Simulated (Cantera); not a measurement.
## TEOS + O3 (silicon oxide and oxynitride deposition)

Charge: 1 mol TEOS, 0.084 mol O3, equilibrated at 13300 Pa.

These are equilibrium values from Cantera (NASA tables, ideal gas, pure condensed phases), not measurements of a reactor. Candidate condensed phases: C, C6H6, C7H8, C8H18, H2O, Si, SiC, SiO2; 123 gas species. The feed counts by its element totals alone. The tables hold silica as quartz up to 1696 K and as liquid above; real silica turns to tridymite and cristobalite and melts near 1996 K. Rates play no part.

```tsv
T (°C)	x H2	x CO	x H2O	x CH4	x CO2	x H	n C(graphite)	n SiO2(β-quartz)	n SiC(s)
625	0.790	0.134	0.0357	0.0266	0.0141	2.66e-10	6.01	1.00	0
725	0.807	0.175	0.00767	0.00846	0.00241	5.29e-9	5.77	1.00	0
825	0.812	0.182	0.00181	0.00322	0.000404	6.11e-8	5.74	1.00	0
925	0.814	0.183	0.000529	0.00142	8.73e-5	4.70e-7	5.74	1.00	0
1025	0.815	0.184	0.000186	0.000706	2.38e-5	2.65e-6	5.74	1.000	0
1125	0.816	0.184	7.57e-5	0.000387	7.89e-6	1.17e-5	5.74	1.000	0
1225	0.815	0.184	3.49e-5	0.000230	3.05e-6	4.25e-5	5.74	0.997	0
1325	0.701	0.297	2.46e-5	0.000108	3.48e-6	0.000122	2.77	0	0.988
1425	0.701	0.297	1.36e-5	7.23e-5	1.68e-6	0.000332	2.78	0	0.983
1525	0.701	0.297	7.98e-6	5.07e-5	8.86e-7	0.000807	2.79	0	0.977
1625	0.700	0.296	4.97e-6	3.69e-5	5.00e-7	0.00179	2.80	0	0.969
1725	0.698	0.295	3.24e-6	2.77e-5	3.00e-7	0.00367	2.81	0	0.961
1825	0.695	0.294	2.20e-6	2.13e-5	1.89e-7	0.00702	2.82	0	0.950
```
x: gas mole fraction; n: condensed amount in mol.

From 625 °C to 1225 °C the condensed part is C(graphite) + SiO2(β-quartz). From 1325 °C to 1825 °C the condensed part is C(graphite) + SiC(s).
